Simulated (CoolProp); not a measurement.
Aqueous potassium carbonate as a coolant, 17 % by mass, freezing at -7.0 °C, 1 atm.

Model: Melinder's fits for secondary coolants, in CoolProp.

| T (°C) | viscosity (mPa s) | Prandtl number | density (kg/m³) | conductivity (W/(m K)) |
|---|---|---|---|---|
| -4.6 | 2.93 | 18.3 | 1168 | ? |
| 5.5 | 2.19 | 13.3 | 1165 | ? |
| 15.6 | 1.71 | 10.2 | 1161 | 0.574 |
| 25.8 | 1.38 | ? | ? | ? |
| 35.9 | ? | 6.44 | ? | 0.608 |

### Question
Some entries are withheld; supply them.

### Answer

- -4.6, conductivity (W/(m K)): 0.542
- 5.5, conductivity (W/(m K)): 0.558
- 25.8, Prandtl number: 8.02
- 25.8, density (kg/m³): 1157
- 25.8, conductivity (W/(m K)): 0.591
- 35.9, viscosity (mPa s): 1.14
- 35.9, density (kg/m³): 1152
